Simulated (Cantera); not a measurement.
**Hydrogen reduction and annealing atmospheres: V₂O₃ + H₂ + H₂O**

Charge: 1 mol V₂O₃, 210 mol H₂, 0.24 mol H₂O, at 1.30 mbar.

Equilibrium computed with Cantera from the NASA thermochemical tables; the gas is ideal and each condensed phase is pure. Candidate condensed phases: H₂O, V, VO, V₂O₃, V₂O₄, V₂O₅; 12 gas species. Mutual solubility and eutectic melting of coexisting phases are not modelled. VO: taken at fixed stoichiometry. Condensed phases not in the tables: the oxides between V₂O₃ and V₂O₅ other than VO₂. Equilibrium is a limit: real reactors are often held back by kinetics, nucleation or transport.

```json
[
 {"T (K)": "1048", "x H₂": "0.999", "x H": "2.14e-7", "x H₂O": "0.00114", "x VO": "<1e-12", "x VO₂": "<1e-12", "x V": "<1e-12", "x OH": "<1e-12", "x O": "<1e-12", "n V₂O₃(s)": "1.00", "n VO(s)": "0"},
 {"T (K)": "1198", "x H₂": "0.999", "x H": "5.27e-6", "x H₂O": "0.00114", "x VO": "<1e-12", "x VO₂": "1.03e-11", "x V": "<1e-12", "x OH": "4.76e-11", "x O": "<1e-12", "n V₂O₃(s)": "1.00", "n VO(s)": "0"},
 {"T (K)": "1348", "x H₂": "0.999", "x H": "6.41e-5", "x H₂O": "0.00142", "x VO": "3.27e-10", "x VO₂": "2.48e-9", "x V": "1.32e-12", "x OH": "1.47e-9", "x O": "<1e-12", "n V₂O₃(s)": "0.941", "n VO(s)": "0.118"},
 {"T (K)": "1498", "x H₂": "0.996", "x H": "0.000476", "x H₂O": "0.00360", "x VO": "3.86e-8", "x VO₂": "2.81e-7", "x V": "2.26e-10", "x OH": "4.87e-8", "x O": "2.02e-11", "n V₂O₃(s)": "0.484", "n VO(s)": "1.03"},
 {"T (K)": "1648", "x H₂": "0.992", "x H": "0.00246", "x H₂O": "0.00588", "x VO": "1.85e-6", "x VO₂": "1.00e-5", "x V": "1.90e-8", "x OH": "6.55e-7", "x O": "1.33e-9", "n V₂O₃(s)": "0", "n VO(s)": "2.00"},
 {"T (K)": "1798", "x H₂": "0.984", "x H": "0.00969", "x H₂O": "0.00574", "x VO": "4.51e-5", "x VO₂": "0.000125", "x V": "1.15e-6", "x OH": "3.71e-6", "x O": "2.83e-8", "n V₂O₃(s)": "0", "n VO(s)": "1.96"},
 {"T (K)": "1948", "x H₂": "0.963", "x H": "0.0308", "x H₂O": "0.00491", "x VO": "0.000653", "x VO₂": "0.000916", "x V": "4.05e-5", "x OH": "1.42e-5", "x O": "3.36e-7", "n V₂O₃(s)": "0", "n VO(s)": "1.66"},
 {"T (K)": "2098", "x H₂": "0.906", "x H": "0.0813", "x H₂O": "0.00327", "x VO": "0.00505", "x VO₂": "0.00314", "x V": "0.000846", "x OH": "3.48e-5", "x O": "2.23e-6", "n V₂O₃(s)": "0", "n VO(s)": "0"},
 {"T (K)": "2248", "x H₂": "0.805", "x H": "0.183", "x H₂O": "0.00371", "x VO": "0.00487", "x VO₂": "0.00257", "x V": "0.00112", "x OH": "0.000126", "x O": "1.98e-5", "n V₂O₃(s)": "0", "n VO(s)": "0"}
]
```
x: gas mole fraction; n: condensed amount in mol.

From 1048 K to 1198 K the condensed part is V₂O₃(s). From 1348 K to 1498 K the condensed part is VO(s) + V₂O₃(s). From 1648 K to 1948 K the condensed part is VO(s). From 2098 K to 2248 K nothing is condensed.
